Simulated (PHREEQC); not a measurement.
Make-up at 25 °C: 0.016 mol HF, 0.0017 mol H2SiF6, 0.047 mol H3PO4 and 0.00022 mol H2SO4 per kg of water. Closed to the air; pH follows from the charge balance.

Computed with PHREEQC (ion-association model, wateq4f.dat).

Precipitation was switched off in this run.

Q: Estimate the pH, ionic strength.

A: pH 1.77; ionic strength 0.0210 mol/kgw.

Q: In which forms is P present?

A: H3PO4 69 %, H2PO4- 31 % of the P.

H3PO4, which wateq4f.dat lacks, is added to it with the constant of phreeqc.dat. SiF6-2 is the database's only silicon fluoride.
